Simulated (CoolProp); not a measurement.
C2F6 (R116) at 298.15 K and 0.223 MPa is throttled through a valve to 0.0519 MPa with no heat exchange. Each further row changes one setting.

Model: reference Helmholtz-energy equation of state, Lemmon 2006, in CoolProp. It is a short technical equation, of lower accuracy than the large ones.

| case | temperature change (K) | final density (kg/m³) |
|---|---|---|
| as stated | (withheld) | 2.92 |
| outlet pressure 0.0156 MPa | (withheld) | (withheld) |
| outlet pressure 0.0675 MPa | (withheld) | 3.80 |

Problem. Fill in the missing entries.

Solution. 
- as stated, temperature change (K): -1.4
- outlet pressure 0.0156 MPa, temperature change (K): -1.7
- outlet pressure 0.0156 MPa, final density (kg/m³): 0.875
- outlet pressure 0.0675 MPa, temperature change (K): -1.3
